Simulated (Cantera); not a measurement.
**Ignition delay**

Mixture: CH4 : O2 : N2 = 1 : 2.33 : 8.74 (molar parts), at 21800 Torr, adiabatic and at constant pressure. Ignition delay is the time to a rise of 400 K.

Computed with Cantera and GRI-Mech 3.0 (53 species, 325 reactions). The pressure lies above the range GRI-Mech 3.0 was tuned for (to about 10 atm).

```csv
T0 (K),delay (ms)
1050,11.3
1150,2.59
1250,0.765
1350,0.267
1450,0.104
1550,0.0436
1650,0.0197
1750,0.00945
1850,0.00485
```

apparent activation energy between 1650 and 1850 K: 180 kJ/mol
